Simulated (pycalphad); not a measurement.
Source of the numbers: pycalphad with the COST 507 light-alloy database (1999); pressure 1 atm. No gas phase is included, though pure Mg would boil below 1650 K. The database dates from 1999; later assessments differ in places, in temperatures and in the compounds included. Kinetics are ignored, which matters at the lower temperatures.

Mg-11.3Al-0.6051Si (wt.%): equilibrium cooling sequence

| T (K) | phases above | phases below |
|---|---|---|
| 859.4 | LIQUID | HCP_A3 + LIQUID |
| 838.1 | HCP_A3 + LIQUID | HCP_A3 + LIQUID + MG2SI |
| 723.1 | HCP_A3 + LIQUID + MG2SI | HCP_A3 + MG2SI |
| 684.2 | HCP_A3 + MG2SI | ALMG_GAMMA + HCP_A3 + MG2SI |

Changes were sought between steps of 25 K, so a narrower field can be missed.

Database names, with the compositions (at.%) that they take in these runs: MG2SI: Mg 67 Si 33; ALMG_GAMMA: Mg 59 Al 40. HCP_A3 is hcp.
